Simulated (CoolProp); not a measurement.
Vapour-liquid equilibrium of CHF3 (R23) (1) + propylene (2) at 0.188 MPa; x and y are mole fractions of (1).

The numbers come from the multi-fluid Helmholtz-energy mixture model, Penoncello 2003 and Lemmon 2013; pair parameters Bell 2016 in CoolProp.

| x | bubble temperature, mixture model (K) | bubble temperature, Raoult's law (K) | y, mixture model | y, Raoult's law |
|---|---|---|---|---|
| 0.05 | 228.3 | 235.7 | 0.404 | 0.206 |
| 0.125 | 218.0 | 230.2 | 0.650 | 0.420 |
| 0.2 | 212.4 | 225.7 | 0.749 | 0.565 |
| 0.275 | 209.2 | 222.0 | 0.799 | 0.668 |
| 0.35 | 207.3 | 218.8 | 0.826 | 0.745 |
| 0.425 | 206.1 | 216.1 | 0.844 | 0.803 |
| 0.5 | 205.3 | 213.6 | 0.856 | 0.848 |
| 0.575 | 204.8 | 211.5 | 0.865 | 0.885 |
| 0.65 | 204.3 | 209.6 | 0.874 | 0.914 |
| 0.725 | 203.9 | 207.8 | 0.885 | 0.939 |
| 0.8 | 203.5 | 206.2 | 0.900 | 0.959 |
| 0.875 | 203.1 | 204.8 | 0.923 | 0.977 |
| 0.95 | 202.7 | 203.4 | 0.961 | 0.991 |

The largest gap from Raoult's law is -13.3 K in bubble temperature, at x = 0.2. No azeotrope shows between x = 0.05 and 0.95.

The pair parameters rest on a limited set of measurements; away from them the model extrapolates. With so large a gap from Raoult's law the liquid may split in two, which this calculation doesn't test in full.
